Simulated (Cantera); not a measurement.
An adiabatic, constant-volume homogeneous reactor starts with CH4 : O2 : N2 = 1 : 1.18 : 11.8 (molar parts), equivalence ratio 1.7, at 1450 K and 12.0 bar.

Cantera simulation using GRI-Mech 3.0 (53 species, 325 reactions); the numbers are that mechanism's predictions, not measurements. The pressure lies above the range GRI-Mech 3.0 was tuned for (to about 10 atm).

Q: Predict: time of steepest temperature rise; temperature at 2.00 s; equilibrium temperature; x(O2) at 2.00 s; x(OH) at 2.00 s; x(HCN) at 2.00 s; x(CO2) at 2.00 s.

A: 
```json
{
 "time_of_steepest_temperature_rise": "0.861 ms",
 "temperature at 2.00 s": "2336 K",
 "equilibrium_temperature": "2336 K",
 "x(O2) at 2.00 s": "6.18e-7 (gas-phase equilibrium 6.18e-7)",
 "x(OH) at 2.00 s": "0.000144 (gas-phase equilibrium 0.000144)",
 "x(HCN) at 2.00 s": "3.57e-7 (gas-phase equilibrium 3.57e-7)",
 "x(CO2) at 2.00 s": "0.0133 (gas-phase equilibrium 0.0133)"
}
```
